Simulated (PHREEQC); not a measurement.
Synthetic water in mg/kgw, 25 °C, pH 3.08, pe 12.6: Na 16.3; K 108; Ca 80.4; Mg 1.02; Cl 37.3; S(6) as SO4 376; Br 0.322; Cu(2) 0.38; Mn(2) 0.149.

Valence states are taken as typed.

All values are PHREEQC results (ion-association model, phreeqc.dat), not measurements.

Each row changes one thing in this solution. Precipitation was switched off in this run.

| case | ionic strength (mol/kgw) | SO4-2 (mol/kgw) | Ca+2 (mol/kgw) | CaSO4 (mol/kgw) | HSO4- (mol/kgw) | KSO4- (mol/kgw) | SI of Gypsum (CaSO4:2H2O) | SI of Sylvite (KCl) |
|---|---|---|---|---|---|---|---|---|
| as made | 0.0127 | 0.00328 | 0.00162 | 0.000386 | 0.000190 | 3.98e-5 | -1.08 | -6.54 |
| all concentrations times 3 at the same typed pH | 0.0344 | 0.00914 | 0.00420 | 0.00180 | 0.000449 | 0.000260 | -0.41 | -5.65 |
| Mn(2) from 0.149 to 0.0745 mg/kgw | 0.0127 | 0.00328 | 0.00162 | 0.000386 | 0.000190 | 3.98e-5 | -1.08 | -6.54 |

Species that the database lacks are ignored.
